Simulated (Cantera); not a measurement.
What does this Cantera script print?

```python
import numpy as np
import cantera as ct

gas = ct.Solution("h2o2.yaml")
gas.TPX = 975, 92000, {'H2': 0.52, 'O2': 1, 'N2': 1.7, 'H2O': 0.023}
inlet = ct.Reservoir(gas, clone=True)

reactor = ct.IdealGasConstPressureReactor(gas, energy="off", clone=False)
exhaust = ct.Reservoir(gas, clone=True)
tau = [6.1, 2, 0.62, 0.2, 0.063, 0.02, 0.0063][0]
for a, b in ((inlet, reactor), (reactor, exhaust)):
    ct.MassFlowController(a, b, mdot=lambda t: reactor.mass / tau)
net = ct.ReactorNet([reactor])
show = ['H2', 'O2', 'H', 'OH', 'HO2']

rows = []
print(f"{'tau/s':>10s}{'T/K':>9s}" + "".join(f"{s:>11s}" for s in show))
for tau in [6.1, 2, 0.62, 0.2, 0.063, 0.02, 0.0063]:
    net.initial_time = 0.0
    net.advance(30 * tau)
    before = gas.X
    net.advance(40 * tau)
    drift = np.max(np.abs(gas.X - before) / (gas.X + 1e-9))
    rows.append([gas.T, *gas[show].X, drift])
    print(f"{tau:10.3e}{gas.T:9.1f}" + "".join(f"{x:11.3e}" for x in gas[show].X))
```

Output:

```
     tau/s      T/K         H2         O2          H         OH        HO2
 6.100e+00    975.0  4.620e-03  2.498e-01  4.617e-08  4.123e-07  2.585e-05
 2.000e+00    975.0  1.037e-02  2.519e-01  1.335e-07  5.338e-07  4.376e-05
 6.200e-01    975.0  2.522e-02  2.573e-01  3.821e-07  6.345e-07  7.161e-05
 2.000e-01    975.0  5.491e-02  2.683e-01  9.344e-07  7.004e-07  1.023e-04
 6.300e-02    975.0  9.023e-02  2.815e-01  2.058e-06  8.922e-07  1.297e-04
 2.000e-02    975.0  1.114e-01  2.894e-01  4.636e-06  1.591e-06  1.587e-04
 6.300e-03    975.0  1.166e-01  2.915e-01  1.284e-05  4.383e-06  1.976e-04
```

Detailed kinetics in Cantera: the H2/O2 subset of GRI-Mech 3.0, which has no nitrogen chemistry. The temperature is held fixed by assumption; the heat of reaction is taken as removed at once.
